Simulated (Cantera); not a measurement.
## Diamond growth

A diamond (100) surface in a fixed gas of H2 with x(CH4) = 0.0072, x(CH3) = 2e-05, at 1025 K, 24000 Pa; coverages are run to steady state.

Computed with Cantera and the Harris–Goodwin 1993 mechanism for the reconstructed diamond (100) surface.

| x(H) | growth (µm/h) | θ c6HH | θ c6H* | θ c6*H | θ c6** | θ c6HM |
|---|---|---|---|---|---|---|
| 0.0001 | 1.16 | 0.586 | 0.0175 | 0.335 | 0.00495 | 0.0404 |
| 0.00026 | 1.87 | 0.573 | 0.0191 | 0.365 | 0.00781 | 0.0250 |
| 0.00066 | 2.38 | 0.572 | 0.0199 | 0.381 | 0.00982 | 0.0125 |
| 0.0017 | 2.65 | 0.573 | 0.0204 | 0.388 | 0.0109 | 0.00541 |
| 0.0043 | 2.78 | 0.573 | 0.0207 | 0.391 | 0.0114 | 0.00224 |
| 0.011 | 2.83 | 0.574 | 0.0211 | 0.392 | 0.0117 | 0.000892 |
| 0.028 | 2.87 | 0.574 | 0.0220 | 0.392 | 0.0119 | 0.000355 |
| 0.072 | 2.93 | 0.574 | 0.0242 | 0.390 | 0.0123 | 0.000140 |
| 0.19 | 3.07 | 0.573 | 0.0297 | 0.384 | 0.0132 | 5.55e-5 |
θ: site fractions in the mechanism's names (c6HH fully hydrogenated, c6H* and c6*H radical sites, c6** diradical, c6HM methylated).
